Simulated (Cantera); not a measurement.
Thermodynamics of carbon deposition, reforming and gasification, feed C₆H₆ + CO₂ + H₂

Input: 1 mol C₆H₆, 0.095 mol CO₂, 1.5 mol H₂, equilibrated at 750 Torr.

Equilibrium computed with Cantera from the NASA thermochemical tables; the gas is ideal and each condensed phase is pure. Candidate condensed phases: C, C₆H₆, C₇H₈, C₈H₁₈, H₂O; 110 gas species. Rates play no part.

```json
[
 {"T (K)": "1723", "log p H₂": "-0.02", "log p H": "-3.75", "log p C₂H₂ (acetylene)": "-4.06", "log p CO": "-1.39", "log p C₂H": "-10.00", "log p C₄H₂": "-8.51", "n C(graphite)": "5.90"},
 {"T (K)": "1873", "log p H₂": "-0.02", "log p H": "-3.20", "log p C₂H₂ (acetylene)": "-3.52", "log p CO": "-1.39", "log p C₂H": "-8.63", "log p C₄H₂": "-7.43", "n C(graphite)": "5.90"},
 {"T (K)": "2023", "log p H₂": "-0.02", "log p H": "-2.73", "log p C₂H₂ (acetylene)": "-3.07", "log p CO": "-1.39", "log p C₂H": "-7.47", "log p C₄H₂": "-6.51", "n C(graphite)": "5.90"},
 {"T (K)": "2173", "log p H₂": "-0.02", "log p H": "-2.33", "log p C₂H₂ (acetylene)": "-2.68", "log p CO": "-1.39", "log p C₂H": "-6.48", "log p C₄H₂": "-5.72", "n C(graphite)": "5.88"},
 {"T (K)": "2323", "log p H₂": "-0.02", "log p H": "-1.98", "log p C₂H₂ (acetylene)": "-2.34", "log p CO": "-1.39", "log p C₂H": "-5.61", "log p C₄H₂": "-5.04", "n C(graphite)": "5.86"},
 {"T (K)": "2473", "log p H₂": "-0.03", "log p H": "-1.67", "log p C₂H₂ (acetylene)": "-2.05", "log p CO": "-1.40", "log p C₂H": "-4.85", "log p C₄H₂": "-4.45", "n C(graphite)": "5.82"},
 {"T (K)": "2623", "log p H₂": "-0.04", "log p H": "-1.40", "log p C₂H₂ (acetylene)": "-1.80", "log p CO": "-1.40", "log p C₂H": "-4.19", "log p C₄H₂": "-3.93", "n C(graphite)": "5.75"},
 {"T (K)": "2773", "log p H₂": "-0.06", "log p H": "-1.16", "log p C₂H₂ (acetylene)": "-1.58", "log p CO": "-1.41", "log p C₂H": "-3.60", "log p C₄H₂": "-3.48", "n C(graphite)": "5.64"},
 {"T (K)": "2923", "log p H₂": "-0.09", "log p H": "-0.95", "log p C₂H₂ (acetylene)": "-1.40", "log p CO": "-1.42", "log p C₂H": "-3.07", "log p C₄H₂": "-3.08", "n C(graphite)": "5.48"},
 {"T (K)": "3073", "log p H₂": "-0.13", "log p H": "-0.77", "log p C₂H₂ (acetylene)": "-1.25", "log p CO": "-1.43", "log p C₂H": "-2.61", "log p C₄H₂": "-2.75", "n C(graphite)": "5.25"}
]
```
log p: log10 of the partial pressure in bar; n: condensed amount in mol.

From 1723 K to 3073 K the condensed part is C(graphite). The main C-bearing gas is CO at 1723 K and C₂H₂ (acetylene) at 3073 K.
